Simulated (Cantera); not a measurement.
Feed: 1 mol BF3, 3.7 mol H2O, 11 mol H2, equilibrated at 7.10 mbar.

Method: chemical equilibrium by Gibbs-energy minimisation in Cantera with the NASA 1993 tables (ideal gas, pure condensed phases). Candidate condensed phases: B, B2O3, B3O3H3, H2O; 43 gas species. Gases not in the tables: H3BO3. Rates play no part.

At 1275 K, list the 5 most abundant gas species with their mole fractions, and the condensed phases.

H2 0.668, H2O 0.153, HF 0.132, BOF 0.0300, HBO2 0.0105. Condensed: B2O3(l).
